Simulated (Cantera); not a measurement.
An adiabatic, constant-pressure homogeneous reactor starts with 19.9 % CO, 4.19 % H2, 14.9 % O2, 61.0 % N2, equivalence ratio 0.81, at 1198 K and 4.90 bar.

Detailed kinetics in Cantera: GRI-Mech 3.0 (53 species, 325 reactions). The hydrogen kinetics of GRI-Mech 3.0 are dated; newer H2 mechanisms differ, most at raised pressure.

x: mole fraction; the columns are a selection and need not sum to one.

| t (s) | T (K) | x CO | x H2 | x O2 | x H | x HO2 | x NO |
|---|---|---|---|---|---|---|---|
| 4.00e-6 | 1198 | 0.199 | 0.0419 | 0.149 | 4.58e-8 | … | <1e-12 |
| 1.50e-5 | 1198 | 0.199 | 0.0418 | 0.149 | 6.24e-6 | … | <1e-12 |
| 5.65e-5 | 2387 | 0.0681 | 0.00259 | 0.0594 | 0.00394 | … | 0.000137 |
| 0.000213 | 2683 | 0.0375 | 0.00125 | 0.0466 | 0.000909 | 6.89e-6 | 0.00145 |
| 0.000799 | 2684 | 0.0365 | 0.00122 | 0.0443 | 0.000850 | 6.64e-6 | 0.00553 |
| 0.00300 | 2675 | 0.0363 | 0.00122 | 0.0415 | 0.000822 | 6.20e-6 | 0.0114 |
| 0.0113 | 2674 | 0.0362 | 0.00122 | 0.0409 | 0.000816 | 6.12e-6 | 0.0125 |
| 0.0425 | 2674 | 0.0362 | 0.00122 | 0.0409 | 0.000816 | 6.12e-6 | 0.0125 |
| 0.160 | 2674 | 0.0362 | 0.00122 | 0.0409 | 0.000816 | 6.12e-6 | 0.0125 |
| 0.600 | 2674 | 0.0362 | 0.00122 | 0.0409 | 0.000816 | 6.12e-6 | 0.0125 |

Problem. Complete the blanks.

Solution. 
- 4.00e-6, x HO2: 9.87e-8
- 1.50e-5, x HO2: 1.79e-5
- 5.65e-5, x HO2: 1.14e-5
